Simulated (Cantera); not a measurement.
## Adiabatic ignition

An adiabatic, constant-volume homogeneous reactor starts with CO : H2 : O2 : N2 : H2O = 1 : 0.12 : 0.691 : 2.6 : 0.14 (molar parts), at 1100 K and 0.415 atm.

Computed with Cantera and GRI-Mech 3.0 (53 species, 325 reactions).

```json
[
 {"t (s)": "3.00e-6", "T (K)": "1100", "P (bar)": "0.420", "x CO": "0.220", "x H2": "0.0264", "x O2": "0.152", "x HO2": "4.58e-11", "x H2O": "0.0308", "x O": "3.48e-10"},
 {"t (s)": "6.97e-6", "T (K)": "1100", "P (bar)": "0.420", "x CO": "0.220", "x H2": "0.0264", "x O2": "0.152", "x HO2": "1.15e-10", "x H2O": "0.0308", "x O": "7.73e-10"},
 {"t (s)": "1.62e-5", "T (K)": "1100", "P (bar)": "0.420", "x CO": "0.220", "x H2": "0.0264", "x O2": "0.152", "x HO2": "3.62e-10", "x H2O": "0.0308", "x O": "1.77e-9"},
 {"t (s)": "3.76e-5", "T (K)": "1100", "P (bar)": "0.420", "x CO": "0.220", "x H2": "0.0264", "x O2": "0.152", "x HO2": "1.91e-9", "x H2O": "0.0308", "x O": "5.58e-9"},
 {"t (s)": "8.74e-5", "T (K)": "1100", "P (bar)": "0.420", "x CO": "0.220", "x H2": "0.0264", "x O2": "0.152", "x HO2": "2.58e-8", "x H2O": "0.0308", "x O": "5.07e-8"},
 {"t (s)": "0.000203", "T (K)": "1100", "P (bar)": "0.420", "x CO": "0.220", "x H2": "0.0264", "x O2": "0.152", "x HO2": "3.68e-6", "x H2O": "0.0308", "x O": "7.00e-6"},
 {"t (s)": "0.000472", "T (K)": "1726", "P (bar)": "0.640", "x CO": "0.118", "x H2": "0.00580", "x O2": "0.0810", "x HO2": "1.16e-5", "x H2O": "0.0361", "x O": "0.0297"},
 {"t (s)": "0.00110", "T (K)": "2557", "P (bar)": "0.900", "x CO": "0.0721", "x H2": "0.00339", "x O2": "0.0613", "x HO2": "4.33e-6", "x H2O": "0.0500", "x O": "0.0101"},
 {"t (s)": "0.00254", "T (K)": "2659", "P (bar)": "0.929", "x CO": "0.0636", "x H2": "0.00284", "x O2": "0.0562", "x HO2": "5.55e-6", "x H2O": "0.0521", "x O": "0.00755"},
 {"t (s)": "0.00591", "T (K)": "2653", "P (bar)": "0.927", "x CO": "0.0632", "x H2": "0.00283", "x O2": "0.0537", "x HO2": "5.30e-6", "x H2O": "0.0523", "x O": "0.00716"},
 {"t (s)": "0.0137", "T (K)": "2650", "P (bar)": "0.925", "x CO": "0.0630", "x H2": "0.00283", "x O2": "0.0523", "x HO2": "5.16e-6", "x H2O": "0.0524", "x O": "0.00695"},
 {"t (s)": "0.0319", "T (K)": "2649", "P (bar)": "0.925", "x CO": "0.0630", "x H2": "0.00283", "x O2": "0.0521", "x HO2": "5.15e-6", "x H2O": "0.0525", "x O": "0.00693"},
 {"t (s)": "0.0741", "T (K)": "2649", "P (bar)": "0.925", "x CO": "0.0630", "x H2": "0.00283", "x O2": "0.0521", "x HO2": "5.15e-6", "x H2O": "0.0525", "x O": "0.00693"},
 {"t (s)": "0.172", "T (K)": "2649", "P (bar)": "0.925", "x CO": "0.0630", "x H2": "0.00283", "x O2": "0.0521", "x HO2": "5.15e-6", "x H2O": "0.0525", "x O": "0.00693"},
 {"t (s)": "0.400", "T (K)": "2649", "P (bar)": "0.925", "x CO": "0.0630", "x H2": "0.00283", "x O2": "0.0521", "x HO2": "5.15e-6", "x H2O": "0.0525", "x O": "0.00693"}
]
```
x: mole fraction; the columns are a selection and need not sum to one.

| Quantity | Result |
|---|---|
| time of steepest temperature rise | 0.450 ms |
| temperature at 0.400 s | 2649 K |
| equilibrium temperature | 2649 K |
| x(CO) at 0.400 s | 0.0630 (gas-phase equilibrium 0.0630) |
| x(H2) at 0.400 s | 0.00283 (gas-phase equilibrium 0.00283) |
| x(O2) at 0.400 s | 0.0521 (gas-phase equilibrium 0.0521) |
